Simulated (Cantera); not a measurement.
An isothermal, constant-pressure homogeneous reactor starts with CO : O2 : H2O : N2 = 0.0055 : 0.0082 : 0.0041 : 1 (molar parts), at 1375 K and 10.0 bar.

Model: GRI-Mech 3.0 (53 species, 325 reactions), integrated in Cantera.

x: mole fraction; the columns are a selection and need not sum to one.

```
t (s)           x CO     x O2    x H2O         x H        x H2    x H2O2
--------  ----------  -------  -------  ----------  ----------  --------
1.00e-6      0.00540  0.00806  0.00403      <1e-12      <1e-12    <1e-12
4.35e-6      0.00540  0.00806  0.00403    1.42e-11      <1e-12    <1e-12
1.89e-5      0.00540  0.00806  0.00403    2.57e-10    3.60e-11    <1e-12
8.23e-5      0.00540  0.00806  0.00403     4.47e-9     2.51e-9  1.04e-11
0.000358     0.00532  0.00800  0.00402     2.62e-6     4.20e-6   5.28e-8
0.00156      0.00231  0.00651  0.00400     4.31e-6     2.02e-5   6.50e-8
0.00678     0.000269  0.00550  0.00403     3.29e-7     2.77e-6   9.91e-9
0.0295    (withheld)  0.00537  0.00404  (withheld)  (withheld)  9.85e-10
0.128        5.27e-8  0.00537  0.00404    1.36e-10     7.65e-9  1.31e-10
0.558        1.49e-8  0.00537  0.00404    7.99e-11     5.37e-9  8.84e-11
2.43         1.49e-8  0.00537  0.00404    7.99e-11     5.37e-9  8.84e-11
10.6         1.49e-8  0.00537  0.00404    7.99e-11     5.37e-9  8.84e-11
46.0         1.49e-8  0.00537  0.00404    7.99e-11     5.37e-9  8.84e-11
200          1.49e-8  0.00537  0.00404    7.99e-11     5.37e-9  8.84e-11
```

Task: Complete the blanks.

Result: 
- 0.0295, x CO: 6.51e-6
- 0.0295, x H: 4.78e-9
- 0.0295, x H2: 1.04e-7
